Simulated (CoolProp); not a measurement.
Vapour-liquid equilibrium of R141b (1) + n-pentane (2) at 0.922 bar; x and y are mole fractions of (1).

Values from CoolProp's multi-fluid Helmholtz-energy mixture model, Lemmon 2006 and Thol 2019; pair parameters Bell 2016.

### Question
Give the bubble temperature and the first vapour's composition at x = 0.35, 0.5, 0.8. Is there an azeotrope?

### Answer
x = 0.35: 302.0 K, y = 0.406; x = 0.5: 301.4 K, y = 0.527; x = 0.8: 301.5 K, y = 0.781. y crosses x between x = 0.5 and 0.65: the model has an azeotrope there.

Pair parameters are fitted to limited data, so mixtures are less certain than the pure fluids.
